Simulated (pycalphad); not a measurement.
All values are pycalphad results on the COST 507 light-alloy database (1999) (1 atm), not direct measurements. These are 1990s assessments: newer ones move some temperatures and phases. Phase fractions are per mole of atoms.

Q: Give the equilibrium state of Al-2.07C (at.%) at 1290 K.

A: LIQUID, fraction 0.952, with <0.01 C at.%; AL4C3, fraction 0.048, with 42.9 C at.%.

Q: Give the equilibrium state of Al-2.07C (at.%) at 570 K.

A: FCC_A1, fraction 0.952, with <0.01 C at.%; AL4C3, fraction 0.048, with 42.9 C at.%.

Database names, with the compositions (at.%) that they take in these runs: AL4C3: Al 57 C 43. FCC_A1 is fcc.
